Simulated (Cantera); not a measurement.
An adiabatic, constant-pressure homogeneous reactor starts with CO : H2 : CH4 : O2 : N2 : H2O = 1 : 0.061 : 0.055 : 0.582 : 2.19 : 0.19 (molar parts), equivalence ratio 1.1, at 1325 K and 0.310 bar. Integrator tolerance rtol = 1e-08.

Detailed kinetics in Cantera: GRI-Mech 3.0 (53 species, 325 reactions).

Task: What does this change do: initial temperature 1325 to 1148 K?

Result: 
| quantity | before | after |
|---|---|---|
| time of steepest temperature rise | 0.340 ms | 0.891 ms |
| temperature at 0.100 s | 2588 K | 2539 K |
| equilibrium temperature | 2588 K | 2539 K |
| x(CO) at 0.100 s | 0.104 (gas-phase equilibrium 0.104) | 0.0937 (gas-phase equilibrium 0.0937) |
| x(H2) at 0.100 s | 0.00726 (gas-phase equilibrium 0.00726) | 0.00648 (gas-phase equilibrium 0.00648) |
| x(CH4) at 0.100 s | <1e-12 (gas-phase equilibrium <1e-12) | <1e-12 (gas-phase equilibrium <1e-12) |
| x(O2) at 0.100 s | 0.0304 (gas-phase equilibrium 0.0304) | 0.0264 (gas-phase equilibrium 0.0264) |
| x(NO) at 0.100 s | 0.00867 (gas-phase equilibrium 0.00868) | 0.00748 (gas-phase equilibrium 0.00749) |
